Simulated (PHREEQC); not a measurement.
## Silver or lead bath: speciation

Make-up at 15 °C: 110 mmol/kgw AgF, 14 mmol/kgw HNO3 and 150 mmol/kgw Cu(NO3)2. Closed to the air; pH follows from the charge balance.

Equilibrium calculation in PHREEQC: ion-association model, wateq4f.dat.

Precipitation was switched off in this run.

### Question
What pH, ionic strength does the model give?

### Answer
pH 3.62; ionic strength 0.493 mol/kgw.

### Question
In which forms is N present?

### Answer
NO3- 98 %, AgNO3 2.0 % of the N.

The solution is supersaturated, for example in CuF2:2H2O, so a real one may precipitate; this is no full list.
